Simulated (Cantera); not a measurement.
Input: 1 mol HMDSO, 0.25 mol H₂O, equilibrated at 60.0 Pa.

Method: chemical equilibrium by Gibbs-energy minimisation in Cantera with the NASA 1993 tables (ideal gas, pure condensed phases). Candidate condensed phases: C, C₆H₆, C₇H₈, C₈H₁₈, H₂O, Si, SiC, SiO₂; 123 gas species. The feed counts by its element totals alone. Equilibrium is a limit: real reactors are often held back by kinetics, nucleation or transport.

Task: At 1700 °C, list the 6 most abundant gas species with their mole fractions, and the condensed phases.

Result: H₂ 0.831, CO 0.115, H 0.0502, Si 0.00261, SiO 0.00100, C₂H₂ (acetylene) 0.000532. Condensed: C(graphite) + SiC(s).
